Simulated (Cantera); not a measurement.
Input: 1 mol B, 1.3 mol O₂, 0.17 mol N₂, held at 1323.15 K and 1.00 bar.

Cantera equilibrium calculation (NASA polynomials, part measured and part estimated; ideal gas, pure solids and liquids). Candidate condensed phases: B, BN, B₂O₃; 17 gas species. Equilibrium is a limit: real reactors are often held back by kinetics, nucleation or transport.

### Question
What is the equilibrium state?

### Answer
```
Item                                  Value
-------------------------------  ----------
x(O₂)                                 0.764
x(N₂)                                 0.236
x(NO)                              0.000479
x(NO₂)                              9.06e-6
n(B₂O₃(l))                        0.500 mol
gas amount                       0.7200 mol
log10 activity of B(s) (absent)      -18.65
```
